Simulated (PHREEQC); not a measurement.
Solution (25 °C): 11 mmol/kgw CdSO4 and 0.083 mmol/kgw NaOH. Closed to the air; pH follows from the charge balance.

Equilibrium calculation in PHREEQC: ion-association model, wateq4f.dat.

No solid was allowed to form.

Task: Predict the pH.

Result: pH 8.32.

Task: In which forms is Na present?

Result: Na+ 98 %, NaSO4- 1.8 % of the Na.

Examples of supersaturated solids here: Cd(OH)2. Others may be too.
